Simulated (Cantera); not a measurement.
Input: 1 mol Fe2O3, 32 mol Cl2, 0.49 mol O2, equilibrated at 1698 K and 13300 Pa.

Equilibrium computed with Cantera from the NASA thermochemical tables; the gas is ideal and each condensed phase is pure. Candidate condensed phases: Fe, FeCl2, FeCl3, FeO, Fe2O3, Fe3O4; 13 gas species. The numbers say what is thermodynamically allowed, not how fast it happens.

Base state: Cl2 0.526, Cl 0.378, O2 0.0475, FeCl2 0.0364, FeCl3 0.0116, ClO 0.000590, O 2.61e-5 (mole fractions); condensed: gas only.

Q: What changes in the equilibrium state with this change: temperature from 1698 K to 1125 K?

A: 
```csv
species,before,after
Cl2,0.526,0.874
O2,0.0475,0.0601
FeCl3,0.0116,0.0575
Cl,0.378,0.00525
FeCl2,0.0364,0.00262
O,2.61e-5,3.10e-9
Fe2Cl6,5.39e-8,0.000142
ClO,0.000590,2.16e-5
```

Q: What changes in the equilibrium state with this change: O2 from 0.49 to 13 mol?

A: 
```
species    before    after
-------  --------  -------
Cl2         0.526    0.379
Cl          0.378    0.321
O2         0.0475    0.262
FeCl3      0.0116  0.00774
FeCl2      0.0364   0.0285
O         2.61e-5  6.14e-5
ClO      0.000590  0.00118
```
